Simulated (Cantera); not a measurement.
## Gas-phase reforming

A perfectly stirred reactor is fed with CH4 : CO2 = 1 : 0.49 (molar parts), at 4.93 atm; it is held at 1348 K, and followed from long to short residence time.

Computed with Cantera and GRI-Mech 3.0 (53 species, 325 reactions). GRI-Mech 3.0 stops at C3 and has no aromatics, soot or wall deposition, so with more carbon than oxygen in the feed, carbon stays in small species such as C2H2 where larger ones or solid carbon would form.

```
τ (s)    x CH4  x CO2    x CH3       x H     x O
-------  -----  -----  -------  --------  ------
2.0      0.525  0.272  1.56e-5   1.36e-7  <1e-12
0.59     0.615  0.315  1.68e-5   5.90e-8  <1e-12
0.18     0.653  0.326  1.80e-5   2.05e-8  <1e-12
0.052    0.666  0.328  1.70e-5   5.59e-9  <1e-12
0.015    0.670  0.329  1.42e-5   1.87e-9  <1e-12
0.0045   0.671  0.329  1.19e-5   1.10e-9  <1e-12
0.0013   0.671  0.329  1.04e-5  9.24e-10  <1e-12
0.00039  0.671  0.329  8.75e-6  8.67e-10  <1e-12
```
x: mole fraction; the columns are a selection and need not sum to one.
